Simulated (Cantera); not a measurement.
Input (Python, Cantera):

```python
import numpy as np
import cantera as ct

gas = ct.Solution("gri30.yaml")
gas.TPX = 1750, 2000000, {'CO': 1, 'H2': 0.51, 'O2': 1.54, 'N2': 16.9, 'CO2': 0.41}
reactor = ct.IdealGasReactor(gas, energy="on", clone=False)
net = ct.ReactorNet([reactor])
net.rtol, net.atol = 1e-08, 1e-16
show = ['CO', 'H2', 'O2', 'HO2', 'H']
times = np.geomspace(4e-06, 0.3, 16)

steps = ct.SolutionArray(gas, extra=["t"])
rows = []
print(f"{'t/s':>10s}{'T/K':>9s}{'P/Pa':>11s}" + "".join(f"{s:>11s}" for s in show))
for t in times:
    while net.time < t:
        t_next = net.step()
        steps.append(gas.state, t=t_next)
    rows.append([np.interp(t, steps.t, y) for y in (steps.T, steps.P, *steps(*show).X.T)])
    print(f"{t:10.3e}{rows[-1][0]:9.1f}{rows[-1][1]:11.4g}" + "".join(f"{x:11.3e}" for x in rows[-1][2:]))
rate = np.gradient(steps.T, steps.t)
print("integrator steps:", len(steps.t))
if steps.T.max() > steps.T[0] + 200:
    print(f"time of steepest temperature rise: {steps.t[rate.argmax()]:.4e} s")
gas.TPX = 1750, 2000000, {'CO': 1, 'H2': 0.51, 'O2': 1.54, 'N2': 16.9, 'CO2': 0.41}
gas.equilibrate("UV")
print(f"equilibrium (UV): T = {gas.T:.1f} K  " + "  ".join(f"{s} {gas[s].X[0]:.3e}" for s in show))
```

Output:

```
       t/s      T/K       P/Pa         CO         H2         O2        HO2          H
 4.000e-06   2108.3  2.362e+06  2.775e-02  7.416e-04  5.115e-02  3.841e-05  9.556e-04
 8.454e-06   2261.7  2.512e+06  1.349e-02  4.889e-04  4.494e-02  1.595e-05  4.289e-04
 1.787e-05   2352.0  2.599e+06  5.517e-03  2.316e-04  4.173e-02  6.535e-06  1.251e-04
 3.776e-05   2388.8  2.634e+06  2.280e-03  1.157e-04  4.046e-02  4.012e-06  4.339e-05
 7.981e-05   2397.5  2.642e+06  1.491e-03  8.887e-05  4.013e-02  3.584e-06  2.961e-05
 1.687e-04   2397.7  2.642e+06  1.441e-03  8.720e-05  4.006e-02  3.554e-06  2.880e-05
 3.565e-04   2397.1  2.641e+06  1.438e-03  8.705e-05  3.995e-02  3.540e-06  2.870e-05
 7.535e-04   2395.9   2.64e+06  1.432e-03  8.677e-05  3.972e-02  3.512e-06  2.848e-05
 1.593e-03   2393.5  2.637e+06  1.421e-03  8.622e-05  3.928e-02  3.459e-06  2.808e-05
 3.366e-03   2389.4  2.633e+06  1.403e-03  8.531e-05  3.853e-02  3.369e-06  2.741e-05
 7.114e-03   2383.8  2.627e+06  1.378e-03  8.410e-05  3.750e-02  3.249e-06  2.653e-05
 1.504e-02   2378.8  2.621e+06  1.357e-03  8.306e-05  3.661e-02  3.146e-06  2.577e-05
 3.178e-02   2376.9  2.619e+06  1.349e-03  8.266e-05  3.626e-02  3.106e-06  2.548e-05
 6.716e-02   2376.7  2.619e+06  1.348e-03  8.262e-05  3.623e-02  3.102e-06  2.545e-05
 1.419e-01   2376.7  2.619e+06  1.348e-03  8.262e-05  3.623e-02  3.102e-06  2.545e-05
 3.000e-01   2376.7  2.619e+06  1.348e-03  8.262e-05  3.623e-02  3.102e-06  2.545e-05
integrator steps: 1244
time of steepest temperature rise: 1.4465e-06 s
equilibrium (UV): T = 2376.7 K  CO 1.348e-03  H2 8.262e-05  O2 3.623e-02  HO2 3.102e-06  H 2.545e-05
```

Model: GRI-Mech 3.0 (53 species, 325 reactions), integrated in Cantera. The hydrogen kinetics of GRI-Mech 3.0 are dated; newer H2 mechanisms differ, most at raised pressure. The pressure lies above the range GRI-Mech 3.0 was tuned for (to about 10 atm).
